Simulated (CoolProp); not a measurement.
A closed Brayton cycle with carbon dioxide: compressor inlet 305.15 K and 8.1 MPa, high pressure 23.6 MPa, turbine inlet 890 K, compressor efficiency 0.85, turbine efficiency 0.9, recuperator effectiveness 0 (on enthalpy, no pinch check). Each further row changes one setting.

Values from CoolProp's reference Helmholtz-energy equation of state, Span 1996.

| case | thermal efficiency (%) | net work (kJ/kg) | compressor to turbine work | compressor exit (K) | turbine exit (K) |
|---|---|---|---|---|---|
| as stated | 15.9 | 126 | 0.17 | 334.2 | 756.7 |
| turbine inlet 840 K | 15.9 | 117 | [?] | 334.2 | 711.4 |
| compressor inlet 315.15 K | [?] | [?] | [?] | 395.0 | 756.7 |
| high pressure 20.1 MPa | [?] | [?] | 0.15 | 329.1 | 776.0 |
| recuperator effectiveness 0.5 | [?] | 126 | 0.17 | 334.2 | 756.7 |

Complete the blanks.


- turbine inlet 840 K, compressor to turbine work: 0.18
- compressor inlet 315.15 K, thermal efficiency (%): 15.7
- compressor inlet 315.15 K, net work (kJ/kg): 104
- compressor inlet 315.15 K, compressor to turbine work: 0.31
- high pressure 20.1 MPa, thermal efficiency (%): 13.7
- high pressure 20.1 MPa, net work (kJ/kg): 111
- recuperator effectiveness 0.5, thermal efficiency (%): 23.2
